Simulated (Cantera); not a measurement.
Charge: 1 mol TiO2, 1.6 mol SiCl4, 2.9 mol O2, at 22.0 mbar.

Method: chemical equilibrium by Gibbs-energy minimisation in Cantera with the NASA 1993 tables (ideal gas, pure condensed phases). Candidate condensed phases: Si, SiO2, Ti, TiCl2, TiCl3, TiCl4, TiO, TiO2, Ti2O3, Ti3O5, Ti4O7; 24 gas species. Mutual solubility and eutectic melting of coexisting phases are not modelled. The tables hold silica as quartz up to 1696 K and as liquid above; real silica turns to tridymite and cristobalite and melts near 1996 K. Condensed phases not in the tables: TiOCl, alloys, solid solutions and most ternary compounds. The numbers say what is thermodynamically allowed, not how fast it happens.

log p: log10 of the partial pressure in bar; n: condensed amount in mol.

```tsv
T (K)	log p Cl	log p Cl2	log p O2	log p O	n SiO2(β-quartz)	n TiO2(rutile)	n SiO2(condensed)
1150	-3.47	-1.81	-2.20	-9.18	1.60	1.000	0
1225	-3.13	-1.82	-2.20	-8.48	1.60	1.000	0
1300	-2.83	-1.84	-2.21	-7.86	1.60	0.999	0
1375	-2.57	-1.88	-2.22	-7.31	1.60	0.999	0
1450	-2.35	-1.93	-2.24	-6.82	1.60	0.998	0
1525	(withheld)	(withheld)	-2.27	(withheld)	1.60	0.997	0
1600	(withheld)	(withheld)	-2.30	(withheld)	1.60	0.996	0
1675	-1.92	-2.28	-2.34	-5.63	1.60	0.995	0
1750	-1.84	-2.48	-2.37	-5.31	0	0.996	1.60
1825	-1.80	-2.70	-2.39	-5.01	0	0.997	1.60
1900	-1.77	-2.93	-2.41	-4.73	0	0.997	1.60
```

Task: Fill in the missing entries.

Result: 
- 1525, log p Cl: -2.17
- 1525, log p Cl2: -2.01
- 1525, log p O: -6.38
- 1600, log p Cl: -2.02
- 1600, log p Cl2: -2.13
- 1600, log p O: -5.99
